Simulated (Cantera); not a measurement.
A Cantera script and what it prints.

```python
import numpy as np
import cantera as ct

gas_names = """
    C CH CH2 CH3 CH2OH CH3O CH4 CH3OH CO CO2 COOH C2 C2H CHCO,ketyl C2H2,acetylene C2H2,vinylidene
    CH2CO,ketene C2H3,vinyl CH3CO,acetyl C2H4 C2H4O,ethylen CH3CHO,ethanal CH3COOH (HCOOH)2 C2H5 C2H6
    CH3OCH3 C2H5OH C2O C3 C3H3,propargyl C3H4,allene C3H4,propyne C3H4,cyclo- C3H5,allyl C3H6,propylene
    C3H6,cyclo- C3H6O C3H7,n-propyl C3H7,i-propyl C3H8 C3H8O,1propanol C3H8O,2propanol C3O2 C4 C4H2
    C4H4,1,3-cyclo- C4H6,butadiene C4H6,2-butyne C4H6,cyclo- C4H8,1-butene C4H8,cis2-buten
    C4H8,tr2-butene C4H8,isobutene C4H8,cyclo- (CH3COOH)2 C4H9,n-butyl C4H9,i-butyl C4H9,s-butyl
    C4H9,t-butyl C4H10,isobutane C4H10,n-butane C5 C5H6,1,3cyclo- C5H8,cyclo- C5H10,1-pentene
    C5H10,cyclo- C5H11,pentyl C5H11,t-pentyl C5H12,n-pentane C5H12,i-pentane CH3C(CH3)2CH3 C6H2
    C6H5,phenyl C6H5O,phenoxy C6H6 C6H5OH,phenol C6H10,cyclo- C6H12,1-hexene C6H12,cyclo- C6H13,n-hexyl
    C7H7,benzyl C7H8 C7H8O,cresol C7H14,1-heptene C7H15,n-heptyl C7H16,n-heptane C8H8,styrene
    C8H10,ethylbenz C8H16,1-octene C8H17,n-octyl C8H18,isooctane C8H18,n-octane C9H19,n-nonyl
    C10H8,naphthale C10H21,n-decyl C12H9,o-bipheny C12H10,bipheny H HCO HO2 H2 HCHO,formaldehy HCOOH H2O
    H2O2 O OH O2 O3 Ta TaO TaO2
""".split()
cond_names = """
    C(gr) C6H6(L) C7H8(L) C8H18(L),n-octa H2O(s) H2O(L) Ta(cr) Ta(L) TaC(s) TaC(L) Ta2O5(s) Ta2O5(L)
""".split()


def load(file, names, dense=False):
    # The tables refer to 1 bar. Condensed volumes are neglected.
    table = {s.name: s for s in ct.Species.list_from_file(file)}
    out = []
    for n in names:
        d = dict(table[n].input_data)
        d["thermo"] = dict(d["thermo"], **{"reference-pressure": 1e5})
        if dense:
            d["equation-of-state"] = {"model": "constant-volume", "density": "1e6 g/cm^3"}
        out.append(ct.Species.from_dict(d))
    return out


gas = ct.Solution(thermo="ideal-gas", species=load("nasa_gas.yaml", gas_names))
cond = {s.name: ct.Solution(thermo="fixed-stoichiometry", species=[s], name=s.name)
        for s in load("nasa_condensed.yaml", cond_names, dense=True)}
atoms = {
    'Ta(OEt)5': {'Ta': 1, 'C': 10, 'H': 25, 'O': 5},
    'H2O': {'H': 2, 'O': 1},
    'H2': {'H': 2},
    'O2': {'O': 2},
}
top_T = {'C(gr)': 4500}  # K; cautious upper limits of use, not melting points


def equilibrate(T, P, feed):
    n = {}
    for name, mol in feed.items():
        for a, k in atoms[name].items():
            n[a] = n.get(a, 0.0) + k * mol
    gas.TPX = T, P, n
    mass = sum(n.values()) * gas.mean_molecular_weight
    gas.equilibrate("TP")
    valid = [c for c in cond.values() if c.min_temp <= T <= top_T.get(c.name, c.max_temp)]
    mix = ct.Mixture([(gas, mass / gas.mean_molecular_weight)] + [(c, 0.0) for c in valid])
    mix.T, mix.P = T, P
    mix.equilibrate("TP", solver="vcs", rtol=1e-11, max_steps=5000)
    return mix


results = []
feed = {'Ta(OEt)5': 1, 'H2O': 4.4, 'H2': 260, 'O2': 0.63}  # mol
T = 2423  # K
P = 9100  # Pa
mix = equilibrate(T, P, feed)
results.append((T, P, feed, dict(zip(mix.species_names, mix.species_moles))))
x = sorted(zip(gas.X, gas.species_names), reverse=True)
print(f"T = {T:g} K  P = {P:g} Pa  gas = {mix.phase_moles(0):.4g} mol")
print("   x: " + "  ".join(f"{s} {v:.3e}" for v, s in x if v > 1e-05))
print("   condensed (mol): " + ("  ".join(f"{mix.phase(i).name} {mix.phase_moles(i):.4g}"
      for i in range(1, mix.n_phases) if mix.phase_moles(i) > 1e-12) or "none"))
```

Result:

```
T = 2423 K  P = 9100 Pa  gas = 295.3 mol
   x: H2 9.081e-01  H 5.601e-02  CO 3.385e-02  H2O 1.590e-03  TaO2 2.126e-04  TaO 1.907e-04  OH 1.855e-05
   condensed (mol): Ta(cr) 0.8809
```

Method: chemical equilibrium by Gibbs-energy minimisation in Cantera with the NASA 1993 tables (ideal gas, pure condensed phases). The feed counts by its element totals alone. Condensed phases not in the tables: Ta2C, N, O or C dissolved in the metal.
